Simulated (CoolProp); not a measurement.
Vapour-liquid equilibrium of CH2F2 (R32) (1) + R125 (2) at -5.35 °C; x and y are mole fractions of (1).

Model: multi-fluid Helmholtz-energy mixture model, Tillner-Roth 1997 and Lemmon 2005; pair parameters Lemmon 2004, in CoolProp.

Give the bubble pressure and the first vapour's composition at x = 0.45, 0.65, 0.75. Is there an azeotrope?

x = 0.45: 0.6449 MPa, y = 0.498; x = 0.65: 0.6685 MPa, y = 0.679; x = 0.75: 0.6766 MPa, y = 0.767. y crosses x between x = 0.85 and 0.95: the model has an azeotrope there.

Pair parameters are fitted to limited data, so mixtures are less certain than the pure fluids.
